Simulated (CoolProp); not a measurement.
A simple Rankine cycle with water: condensing at 288.15 K, boiler at 0.0234 MPa, turbine inlet 486.7 K, turbine efficiency 0.9, pump efficiency 0.7, no recuperator. Each further row changes one setting.

The numbers come from the reference Helmholtz-energy equation of state, Wagner 2002 in CoolProp.

```tsv
case	thermal efficiency (%)	net work (kJ/kg)	heat in (kJ/kg)	turbine exit temperature (K)	volume ratio over the turbine
as stated	13.9	395	2840	288.1	(withheld)
turbine inlet 506.7 K	14.2	410	2880	291.7	7.90
condensing temperature 280.15 K	(withheld)	455	2880	280.2	13.1
boiler pressure 0.0164 MPa	12.4	(withheld)	2840	301.4	5.95
turbine efficiency 0.8	(withheld)	(withheld)	2840	302.0	8.51
```

### Question
What belongs in the gaps?

### Answer

- as stated, volume ratio over the turbine: 8.06
- condensing temperature 280.15 K, thermal efficiency (%): 15.8
- boiler pressure 0.0164 MPa, net work (kJ/kg): 352
- turbine efficiency 0.8, thermal efficiency (%): 12.3
- turbine efficiency 0.8, net work (kJ/kg): 351

The expansion ends wet for: as stated; condensing temperature 280.15 K.
